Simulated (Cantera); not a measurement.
Cantera run, input and output.

```python
import numpy as np
import cantera as ct

surf = ct.Interface("ptcombust.yaml", "Pt_surf")
gas = surf.adjacent["gas"]
gas.TPX = 300, 14000, {'H2': 0.025, 'O2': 0.17, 'N2': 0.79}
jet = ct.ImpingingJet(gas=gas, width=0.076, surface=surf)
jet.inlet.mdot, jet.inlet.T, jet.inlet.X = 0.12, 300, {'H2': 0.025, 'O2': 0.17, 'N2': 0.79}
jet.set_refine_criteria(ratio=10, slope=0.2, curve=0.3)
show, cover = ['H2', 'O2', 'H2O', 'OH'], ["PT(S)", "H(S)", "O(S)", "OH(S)", "CO(S)", "C(S)"]

rows = []
print(f"{'Ts/K':>7s}" + "".join(f"{s:>11s}" for s in show + cover) + "   (gas at the wall, coverages)")
for i, Ts in enumerate([600, 650, 700, 750, 800, 850]):
    jet.surface.T = Ts
    if i == 0:
        surf.TP = Ts, 14000
        surf.coverages = "PT(S):0.5, O(S):0.5"
        surf.advance_coverages(1.0)
        jet.set_initial_guess(products="inlet")
    jet.solve(loglevel=0, auto=(i == 0))
    rows.append([*(jet.X[gas.species_index(s), -1] for s in show), *surf[cover].coverages])
    print(f"{Ts:7g}" + "".join(f"{x:11.3e}" for x in rows[-1]))
```

Result:

```
   Ts/K         H2         O2        H2O         OH      PT(S)       H(S)       O(S)      OH(S)      CO(S)       C(S)   (gas at the wall, coverages)
    600  2.966e-03  1.484e-01  4.395e-02  1.216e-12  3.285e-02  1.130e-09  9.611e-01  6.083e-03 -4.987e-23  4.380e-33
    650  2.935e-03  1.484e-01  4.373e-02  1.562e-11  3.467e-02  1.557e-09  9.612e-01  4.090e-03  4.478e-23  1.675e-26
    700  2.773e-03  1.483e-01  4.379e-02  1.360e-10  3.845e-02  2.525e-09  9.586e-01  2.976e-03  2.202e-19  1.455e-28
    750  2.268e-03  1.479e-01  4.453e-02  8.310e-10  4.993e-02  5.359e-09  9.476e-01  2.460e-03  2.218e-20  9.480e-27
    800  1.598e-03  1.472e-01  4.559e-02  3.726e-09  7.560e-02  1.459e-08  9.221e-01  2.270e-03  6.362e-20  2.404e-28
    850  1.101e-03  1.468e-01  4.632e-02  1.337e-08  1.156e-01  4.005e-08  8.823e-01  2.147e-03  5.461e-21  3.938e-28
```

Computed with Cantera and Deutschmann's 1995 Pt surface mechanism with GRI-Mech 3.0 gas chemistry. Catalytic surfaces can have several steady states; this one follows from the mechanism file's or the stated starting coverage.
